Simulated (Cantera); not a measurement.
Input (Python, Cantera) and output of one run.

```python
import numpy as np
import cantera as ct

gas_names = """
    H HO2 H2 H2O H2O2 O OH O2 O3 Ti TiO TiO2
""".split()
cond_names = """
    H2O(s) H2O(L) Ti(a) Ti(b) Ti(L) TiO(a) TiO(b) TiO(L) TiO2(ru) TiO2(L) Ti2O3(a) Ti2O3(b) Ti2O3(L)
    Ti3O5(a) Ti3O5(b) Ti3O5(L) Ti4O7(s) Ti4O7(L)
""".split()


def load(file, names, dense=False):
    # The tables refer to 1 bar. Condensed volumes are neglected.
    table = {s.name: s for s in ct.Species.list_from_file(file)}
    out = []
    for n in names:
        d = dict(table[n].input_data)
        d["thermo"] = dict(d["thermo"], **{"reference-pressure": 1e5})
        if dense:
            d["equation-of-state"] = {"model": "constant-volume", "density": "1e6 g/cm^3"}
        out.append(ct.Species.from_dict(d))
    return out


gas = ct.Solution(thermo="ideal-gas", species=load("nasa_gas.yaml", gas_names))
cond = {s.name: ct.Solution(thermo="fixed-stoichiometry", species=[s], name=s.name)
        for s in load("nasa_condensed.yaml", cond_names, dense=True)}
atoms = {
    'Ti': {'Ti': 1},
    'O2': {'O': 2},
    'H2': {'H': 2},
}
top_T = {}  # K; cautious upper limits of use, not melting points


def equilibrate(T, P, feed):
    n = {}
    for name, mol in feed.items():
        for a, k in atoms[name].items():
            n[a] = n.get(a, 0.0) + k * mol
    gas.TPX = T, P, n
    mass = sum(n.values()) * gas.mean_molecular_weight
    gas.equilibrate("TP")
    valid = [c for c in cond.values() if c.min_temp <= T <= top_T.get(c.name, c.max_temp)]
    mix = ct.Mixture([(gas, mass / gas.mean_molecular_weight)] + [(c, 0.0) for c in valid])
    mix.T, mix.P = T, P
    mix.equilibrate("TP", solver="vcs", rtol=1e-11, max_steps=5000)
    return mix


results = []
feed = {'Ti': 1, 'O2': 0.049, 'H2': 1.3}  # mol
P = 1200000  # Pa
for T in [1073, 1148, 1223, 1298, 1373, 1448, 1523, 1598, 1673, 1748, 1823, 1898, 1973]:
    mix = equilibrate(T, P, feed)
    results.append((T, P, feed, dict(zip(mix.species_names, mix.species_moles))))

top = {s: max(r[3][s] / sum(r[3][g] for g in gas_names) for r in results) for s in gas_names}
cols = sorted((s for s in top if top[s] > 1e-06), key=lambda s: -top[s])[:7]
seen = [c for c in cond_names if any(r[3].get(c, 0) > 1e-12 for r in results)]
print("log10 of partial pressures in bar; condensed amounts in mol")
print(f"{'T/K':>10s}" + "".join(f"{s[:9]:>10s}" for s in cols + seen))
for T, P, feed, n in results:
    ng = sum(n[g] for g in gas_names)
    print(f"{T:10.4g}" + "".join(f"{np.log10(max(n[s] / ng * P / 1e5, 1e-99)):10.3f}" for s in cols)
          + "".join(f"{n.get(c, 0):10.4g}" for c in seen))
```

It prints:

```
log10 of partial pressures in bar; condensed amounts in mol
       T/K        H2         H       H2O     Ti(a)     Ti(b)     Ti(L)    TiO(a)    TiO(b)
      1073     1.079    -7.314   -11.145     0.902         0         0     0.098         0
      1148     1.079    -6.605   -10.226     0.902         0         0     0.098         0
      1223     1.079    -5.982    -9.413         0     0.902         0     0.098         0
      1298     1.079    -5.430    -8.701         0     0.902         0         0     0.098
      1373     1.079    -4.938    -8.075         0     0.902         0         0     0.098
      1448     1.079    -4.496    -7.518         0     0.902         0         0     0.098
      1523     1.079    -4.097    -7.018         0     0.902         0         0     0.098
      1598     1.079    -3.734    -6.567         0     0.902         0         0     0.098
      1673     1.079    -3.404    -6.159         0     0.902         0         0     0.098
      1748     1.079    -3.102    -5.789         0     0.902         0         0     0.098
      1823     1.079    -2.824    -5.450         0     0.902         0         0     0.098
      1898     1.079    -2.567    -5.140         0     0.902         0         0     0.098
      1973     1.079    -2.330    -4.849         0         0     0.902         0     0.098
```

Cantera equilibrium calculation (NASA polynomials, part measured and part estimated; ideal gas, pure solids and liquids). Mutual solubility and eutectic melting of coexisting phases are not modelled. TiO: taken at fixed stoichiometry. Condensed phases not in the tables: N, O or C dissolved in the metal.
